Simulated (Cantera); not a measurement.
Input: 1 mol C₂H₅OH, 0.055 mol O₂, 27 mol N₂, at 22.0 Pa.

Method: chemical equilibrium by Gibbs-energy minimisation in Cantera with the NASA 1993 tables (ideal gas, pure condensed phases). Candidate condensed phases: C, C₆H₆, C₇H₈, C₈H₁₈, H₂O; 136 gas species. Rates play no part. All values below are at 1725 K.

Base state: N₂ 0.866, H₂ 0.0937, CO 0.0356, H 0.00383, HCN 0.00119, HNC 3.80e-5 (mole fractions); condensed: C(graphite).

### Question
What changes in the equilibrium state with this change: pressure from 22.0 Pa to 3.20 bar?

### Answer
```
species            before    after
----------------  -------  -------
N₂                  0.866    0.867
H₂                 0.0937   0.0957
CO                 0.0356   0.0357
H                 0.00383  3.21e-5
CH₄               1.93e-9  2.93e-5
HCN               0.00119  0.00121
C(graphite), mol    0.851    0.850
```
